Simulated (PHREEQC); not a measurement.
Consider water at 66 °C with 0.0031 mol/kgw HCl, 0.12 mol/kgw NaCl and 0.025 mol/kgw MnSO4. Closed to the air; pH follows from the charge balance.

Equilibrium calculation in PHREEQC: ion-association model, phreeqc.dat.

This is a speciation only: nothing precipitates in the calculation.

**Question.** Order these Mn species by the share of Mn that they hold, largest first: MnCl+, Mn+2, MnCl2, MnSO4.

**Answer.** Mn+2 (64 %), MnSO4 (26 %), MnCl+ (9.5 %), MnCl2 (0.24 %)

The pH is 2.94 and the ionic strength 0.183 mol/kgw. At this temperature some constants are extrapolated from 25 °C, and those without enthalpy data are left unchanged.
